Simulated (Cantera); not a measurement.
A Cantera script and what it prints.

```python
import numpy as np
import cantera as ct

gas_names = """
    C CO COS CO2 CS CS2 C2 C2O C3 C3O2 C4 C5 Fe FeC5O5 FeO O O2 O3 S SO SO2 SO3 S2 S2O S8
""".split()
cond_names = """
    C(gr) Fe(a) Fe(c) Fe(d) Fe(L) FeC5O5(L) FeO(s) FeO(L) FeS(a) FeS(b) FeS(c) FeS(L) FeSO4(s) FeS2(s)
    Fe2O3(s) Fe2S3O12(s) Fe3O4(s) S(cr1) S(cr2) S(L)
""".split()


def load(file, names, dense=False):
    # The tables refer to 1 bar. Condensed volumes are neglected.
    table = {s.name: s for s in ct.Species.list_from_file(file)}
    out = []
    for n in names:
        d = dict(table[n].input_data)
        d["thermo"] = dict(d["thermo"], **{"reference-pressure": 1e5})
        if dense:
            d["equation-of-state"] = {"model": "constant-volume", "density": "1e6 g/cm^3"}
        out.append(ct.Species.from_dict(d))
    return out


gas = ct.Solution(thermo="ideal-gas", species=load("nasa_gas.yaml", gas_names))
cond = {s.name: ct.Solution(thermo="fixed-stoichiometry", species=[s], name=s.name)
        for s in load("nasa_condensed.yaml", cond_names, dense=True)}
atoms = {
    'FeS2': {'Fe': 1, 'S': 2},
    'O2': {'O': 2},
    'CO2': {'C': 1, 'O': 2},
    'SO2': {'S': 1, 'O': 2},
}
top_T = {'C(gr)': 4500, 'FeSO4(s)': 950, 'FeS2(s)': 1010, 'Fe2O3(s)': 1830, 'Fe2S3O12(s)': 1100, 'Fe3O4(s)': 1870}  # K; cautious upper limits of use, not melting points


def equilibrate(T, P, feed):
    n = {}
    for name, mol in feed.items():
        for a, k in atoms[name].items():
            n[a] = n.get(a, 0.0) + k * mol
    gas.TPX = T, P, n
    mass = sum(n.values()) * gas.mean_molecular_weight
    gas.equilibrate("TP")
    valid = [c for c in cond.values() if c.min_temp <= T <= top_T.get(c.name, c.max_temp)]
    mix = ct.Mixture([(gas, mass / gas.mean_molecular_weight)] + [(c, 0.0) for c in valid])
    mix.T, mix.P = T, P
    mix.equilibrate("TP", solver="vcs", rtol=1e-11, max_steps=5000)
    return mix


results = []
feed = {'FeS2': 1, 'O2': 3.1, 'CO2': 4.4, 'SO2': 1.9}  # mol
P = 49000  # Pa
for T in [825, 875, 925, 975, 1025, 1075, 1125, 1175, 1225]:
    mix = equilibrate(T, P, feed)
    results.append((T, P, feed, dict(zip(mix.species_names, mix.species_moles))))
    x = sorted(zip(gas.X, gas.species_names), reverse=True)
    print(f"T = {T:g} K  P = {P:g} Pa  gas = {mix.phase_moles(0):.4g} mol")
    print("   x: " + "  ".join(f"{s} {v:.3e}" for v, s in x if v > 0.0001))
    print("   condensed (mol): " + ("  ".join(f"{mix.phase(i).name} {mix.phase_moles(i):.4g}"
          for i in range(1, mix.n_phases) if mix.phase_moles(i) > 1e-12) or "none"))
```

It prints:

```
T = 825 K  P = 49000 Pa  gas = 7.225 mol
   x: CO2 6.090e-01  SO2 3.840e-01  SO3 6.973e-03
   condensed (mol): FeSO4(s) 0.8504  Fe2S3O12(s) 0.0748
T = 875 K  P = 49000 Pa  gas = 7.813 mol
   x: CO2 5.632e-01  SO2 4.098e-01  SO3 2.697e-02
   condensed (mol): Fe2O3(s) 0.3374  Fe2S3O12(s) 0.1626
T = 925 K  P = 49000 Pa  gas = 8.33 mol
   x: CO2 5.282e-01  SO2 3.913e-01  SO3 7.687e-02  O2 3.583e-03
   condensed (mol): Fe2O3(s) 0.5
T = 975 K  P = 49000 Pa  gas = 8.376 mol
   x: CO2 5.253e-01  SO2 4.003e-01  SO3 6.533e-02  O2 9.121e-03
   condensed (mol): Fe2O3(s) 0.5
T = 1025 K  P = 49000 Pa  gas = 8.438 mol
   x: CO2 5.214e-01  SO2 4.120e-01  SO3 5.013e-02  O2 1.641e-02
   condensed (mol): Fe2O3(s) 0.5
T = 1075 K  P = 49000 Pa  gas = 8.497 mol
   x: CO2 5.178e-01  SO2 4.230e-01  SO3 3.596e-02  O2 2.321e-02
   condensed (mol): Fe2O3(s) 0.5
T = 1125 K  P = 49000 Pa  gas = 8.543 mol
   x: CO2 5.150e-01  SO2 4.315e-01  O2 2.845e-02  SO3 2.504e-02
   condensed (mol): Fe2O3(s) 0.5
T = 1175 K  P = 49000 Pa  gas = 8.576 mol
   x: CO2 5.131e-01  SO2 4.374e-01  O2 3.214e-02  SO3 1.735e-02
   condensed (mol): Fe2O3(s) 0.5
T = 1225 K  P = 49000 Pa  gas = 8.598 mol
   x: CO2 5.118e-01  SO2 4.415e-01  O2 3.464e-02  SO3 1.213e-02
   condensed (mol): Fe2O3(s) 0.5
```

Equilibrium computed with Cantera from the NASA thermochemical tables; the gas is ideal and each condensed phase is pure.
